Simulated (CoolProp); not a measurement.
Properties of acetone along the isobar 0.101 MPa (Tc = 508.1 K, pc = 4.692 MPa, ω = 0.307).

Values from CoolProp's reference Helmholtz-energy equation of state, Lemmon 2006. It is a short technical equation, of lower accuracy than the large ones.

```json
[
 {"T (K)": "406.5", "phase": "gas", "cv (kJ/(kg K))": "1.487", "speed of sound (m/s)": "248.9", "Joule-Thomson coefficient (K/MPa)": "28.05", "fugacity coefficient": "0.9806"},
 {"T (K)": "417", "phase": "gas", "cv (kJ/(kg K))": "1.513", "speed of sound (m/s)": "252.2", "Joule-Thomson coefficient (K/MPa)": "25.04", "fugacity coefficient": "0.9825"},
 {"T (K)": "427.6", "phase": "gas", "cv (kJ/(kg K))": "1.540", "speed of sound (m/s)": "255.5", "Joule-Thomson coefficient (K/MPa)": "22.46", "fugacity coefficient": "0.9841"},
 {"T (K)": "438.1", "phase": "gas", "cv (kJ/(kg K))": "1.567", "speed of sound (m/s)": "258.7", "Joule-Thomson coefficient (K/MPa)": "20.28", "fugacity coefficient": "0.9855"},
 {"T (K)": "448.6", "phase": "gas", "cv (kJ/(kg K))": "1.595", "speed of sound (m/s)": "261.8", "Joule-Thomson coefficient (K/MPa)": "18.40", "fugacity coefficient": "0.9867"},
 {"T (K)": "459.2", "phase": "gas", "cv (kJ/(kg K))": "1.622", "speed of sound (m/s)": "264.9", "Joule-Thomson coefficient (K/MPa)": "16.77", "fugacity coefficient": "0.9878"},
 {"T (K)": "469.7", "phase": "gas", "cv (kJ/(kg K))": "1.650", "speed of sound (m/s)": "267.9", "Joule-Thomson coefficient (K/MPa)": "15.37", "fugacity coefficient": "0.9888"},
 {"T (K)": "480.2", "phase": "gas", "cv (kJ/(kg K))": "1.677", "speed of sound (m/s)": "270.9", "Joule-Thomson coefficient (K/MPa)": "14.14", "fugacity coefficient": "0.9896"},
 {"T (K)": "490.8", "phase": "gas", "cv (kJ/(kg K))": "1.704", "speed of sound (m/s)": "273.8", "Joule-Thomson coefficient (K/MPa)": "13.04", "fugacity coefficient": "0.9904"},
 {"T (K)": "501.3", "phase": "gas", "cv (kJ/(kg K))": "1.731", "speed of sound (m/s)": "276.7", "Joule-Thomson coefficient (K/MPa)": "12.09", "fugacity coefficient": "0.9911"},
 {"T (K)": "511.8", "phase": "gas", "cv (kJ/(kg K))": "1.757", "speed of sound (m/s)": "279.6", "Joule-Thomson coefficient (K/MPa)": "11.24", "fugacity coefficient": "0.9917"},
 {"T (K)": "522.4", "phase": "gas", "cv (kJ/(kg K))": "1.784", "speed of sound (m/s)": "282.4", "Joule-Thomson coefficient (K/MPa)": "10.48", "fugacity coefficient": "0.9923"}
]
```
